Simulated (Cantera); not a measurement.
Input: 1 mol CH3Cl, 0.18 mol Si, 2.3 mol H2, equilibrated at 427 °C and 435 Torr.

Equilibrium computed with Cantera from the NASA thermochemical tables; the gas is ideal and each condensed phase is pure. Candidate condensed phases: C, C6H6, C7H8, C8H18, Si, SiC; 109 gas species. The numbers say what is thermodynamically allowed, not how fast it happens.

Base state: H2 0.532, CH4 0.321, HCl 0.0898, SiCl4 0.0576, SiHCl3 6.98e-5 (mole fractions); condensed: gas only.

What changes in the equilibrium state with this change: temperature from 427 °C to 1727 °C?


```json
[
 {"species": "H2", "before": "0.532", "after": "0.774"},
 {"species": "HCl", "before": "0.0898", "after": "0.215"},
 {"species": "SiCl2", "before": "<1e-9", "after": "0.00785"},
 {"species": "CH4", "before": "0.321", "after": "0.000147"},
 {"species": "SiCl4", "before": "0.0576", "after": "1.65e-5"},
 {"species": "H", "before": "<1e-9", "after": "0.00188"},
 {"species": "C2H2 (acetylene)", "before": "<1e-9", "after": "0.000594"},
 {"species": "Cl", "before": "<1e-9", "after": "0.000389"},
 {"species": "SiCl3", "before": "8.65e-9", "after": "0.000336"},
 {"species": "SiCl", "before": "<1e-9", "after": "2.28e-5"},
 {"species": "C(graphite), mol", "before": "0", "after": "0.850"},
 {"species": "SiC(s), mol", "before": "0", "after": "0.144"}
]
```
The tables' values for SiCl3, SiCl are old estimates; treat these amounts as uncertain.
